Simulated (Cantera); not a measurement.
Input (Python, Cantera) and output of one run.

```python
import numpy as np
import cantera as ct

gas_names = """
    B BH BH2 BH3 BN B2 H H2 N NH NH2 NH3 N2 N2H2 N2H4
""".split()
cond_names = """
    B(b) B(L) BN(s)
""".split()


# ... load() reads the species with a 1 bar reference pressure and builds the phases ...
atoms = {
    'B2H6': {'B': 2, 'H': 6},
    'NH3': {'N': 1, 'H': 3},
    'H2': {'H': 2},
    'N2': {'N': 2},
}
top_T = {'BN(s)': 3200}  # K; cautious upper limits of use, not melting points


# ... equilibrate(T, P, feed) seeds the gas with the atoms and calls Mixture.equilibrate('TP', solver="vcs", rtol=1e-11, max_steps=5000) ...
results = []
feed = {'B2H6': 1, 'NH3': 0.29, 'H2': 55, 'N2': 0.71}  # mol
P = 17  # Pa
for T in [775, 850, 925, 1000, 1075, 1150, 1225, 1300, 1375, 1450, 1525, 1600, 1675, 1750]:
    mix = equilibrate(T, P, feed)
    results.append((T, P, feed, dict(zip(mix.species_names, mix.species_moles))))

top = {s: max(r[3][s] / sum(r[3][g] for g in gas_names) for r in results) for s in gas_names}
cols = sorted((s for s in top if top[s] > 1e-05), key=lambda s: -top[s])[:8]
seen = [c for c in cond_names if any(r[3].get(c, 0) > 1e-12 for r in results)]
print("log10 of partial pressures in bar; condensed amounts in mol")
print(f"{'T/K':>10s}" + "".join(f"{s[:9]:>10s}" for s in cols + seen))
for T, P, feed, n in results:
    ng = sum(n[g] for g in gas_names)
    print(f"{T:10.4g}" + "".join(f"{np.log10(max(n[s] / ng * P / 1e5, 1e-99)):10.3f}" for s in cols)
          + "".join(f"{n.get(c, 0):10.4g}" for c in seen))
```

It prints:

```
log10 of partial pressures in bar; condensed amounts in mol
       T/K        H2         H        N2       BH2      B(b)     BN(s)
       775    -3.770   -13.888   -24.623   -15.152      0.29      1.71
       850    -3.770   -12.573   -21.628   -13.979      0.29      1.71
       925    -3.770   -11.469   -19.121   -12.999      0.29      1.71
      1000    -3.770   -10.529   -16.991   -12.168      0.29      1.71
      1075    -3.770    -9.718   -15.160   -11.455      0.29      1.71
      1150    -3.770    -9.012   -13.569   -10.835      0.29      1.71
      1225    -3.770    -8.391   -12.175   -10.293      0.29      1.71
      1300    -3.770    -7.841   -10.942    -9.814      0.29      1.71
      1375    -3.770    -7.350    -9.846    -9.388      0.29      1.71
      1450    -3.770    -6.909    -8.863    -9.007    0.2906     1.709
      1525    -3.770    -6.511    -7.979    -8.665    0.2965     1.703
      1600    -3.772    -6.150    -7.178    -8.356    0.3342     1.664
      1675    -3.774    -5.822    -6.449    -8.077     0.533     1.464
      1750    -3.782    -5.524    -5.784    -7.827     1.437    0.5574
```

Equilibrium computed with Cantera from the NASA thermochemical tables; the gas is ideal and each condensed phase is pure. The feed counts by its element totals alone. Mutual solubility and eutectic melting of coexisting phases are not modelled. The tables' values for BH2 are old estimates; treat these amounts as uncertain.
